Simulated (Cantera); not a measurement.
**Ti(OiPr)4 + CH4 + H2 + H2O (titanium nitride, carbide and oxide coatings)**

Feed: 1 mol Ti(OiPr)4, 0.15 mol CH4, 12 mol H2, 0.13 mol H2O, at 17.0 mbar.

Method: chemical equilibrium by Gibbs-energy minimisation in Cantera with the NASA 1993 tables (ideal gas, pure condensed phases). Candidate condensed phases: C, C6H6, C7H8, C8H18, H2O, Ti, TiC, TiO, TiO2, Ti2O3, Ti3O5, Ti4O7; 113 gas species. The feed counts by its element totals alone. TiC: taken at fixed stoichiometry. Condensed phases not in the tables: Magnéli phases beyond Ti4O7. Rates play no part.

```csv
T (K),log p H2,log p CO,log p H,log p C2H2 (acetylene),log p CH4,log p H2O,n C(graphite),n TiO2(rutile),n Ti4O7(s),n Ti3O5(s),n TiC(s)
1000,-1.80,-2.90,-9.55,-10.75,-4.63,-5.11,10.00,1.00,0,0,0
1100,-1.81,-2.85,-8.49,-9.68,-5.06,-5.71,9.76,0,0.250,0,0
1200,-1.81,-2.84,-7.61,-8.80,-5.42,-6.23,9.68,0,0,0.333,0
1300,-1.83,-2.64,-6.87,-8.07,-5.77,-6.51,7.02,0,0,0,1.00
1400,-1.83,-2.64,-6.23,-7.43,-6.03,-6.90,7.02,0,0,0,1.00
1500,-1.83,-2.64,-5.67,-6.88,-6.26,-7.24,7.02,0,0,0,1.00
1600,-1.83,-2.64,-5.18,-6.39,-6.45,-7.53,7.02,0,0,0,1.00
1700,-1.83,-2.64,-4.75,-5.97,-6.63,-7.79,7.02,0,0,0,1.00
1800,-1.83,-2.64,-4.36,-5.59,-6.78,-8.02,7.01,0,0,0,1.00
1900,-1.84,-2.64,-4.02,-5.25,-6.92,-8.22,7.00,0,0,0,1.00
2000,-1.84,-2.64,-3.71,-4.95,-7.05,-8.41,6.98,0,0,0,1.000
2100,-1.84,-2.64,-3.43,-4.68,-7.17,-8.58,6.94,0,0,0,1.000
2200,-1.85,-2.65,-3.18,-4.44,-7.29,-8.74,6.89,0,0,0,1.000
```
log p: log10 of the partial pressure in bar; n: condensed amount in mol.

At 1000 K the condensed part is C(graphite) + TiO2(rutile). At 1100 K the condensed part is C(graphite) + Ti4O7(s). At 1200 K the condensed part is C(graphite) + Ti3O5(s). From 1300 K to 2200 K the condensed part is C(graphite) + TiC(s).
